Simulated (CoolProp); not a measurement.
A single-stage vapour-compression cycle with the fluid: evaporating at 292.15 K (dew point), condensing at 337.15 K (bubble point), superheat 5 K, subcooling 5 K, compressor efficiency 0.7, no pressure losses. The same conditions are run with several fluids, on thermodynamics alone (safety and materials aside).

The numbers come from the reference Helmholtz-energy equation of state of each fluid (n-perfluorohexane: Gao 2022; fluoroethane (R161): Wu 2012; the fluoroketone C6F12O (FK-5-1-12): McLinden 2015; R142b: Lemmon 2006; R236FA: Pan 2012; chloromethane (R40): Thol 2014) in CoolProp.

| fluid | cooling COP | pressure ratio | discharge temperature (K) | refrigerating effect (kJ/kg) | volumetric capacity (kJ/m³) |
|---|---|---|---|---|---|
| n-perfluorohexane | 3.34 | ? | 337.1 | 55.9 | ? |
| fluoroethane (R161) | 3.60 | 3.02 | ? | 261 | 4600 |
| the fluoroketone C6F12O (FK-5-1-12) | 3.30 | ? | 337.1 | 56.2 | 230 |
| R142b | 3.81 | 3.45 | 353.9 | 156 | 1930 |
| R236FA | 3.59 | 3.82 | 341.0 | ? | ? |
| chloromethane (R40) | 3.86 | ? | 399.1 | 319 | 3460 |

Q: Some entries are withheld; supply them.

A: 
- n-perfluorohexane, pressure ratio: 5.66
- n-perfluorohexane, volumetric capacity (kJ/m³): 175
- fluoroethane (R161), discharge temperature (K): 367.6
- the fluoroketone C6F12O (FK-5-1-12), pressure ratio: 5.31
- R236FA, refrigerating effect (kJ/kg): 102
- R236FA, volumetric capacity (kJ/m³): 1500
- chloromethane (R40), pressure ratio: 3.23

The compression ends wet for: n-perfluorohexane; the fluoroketone C6F12O (FK-5-1-12).
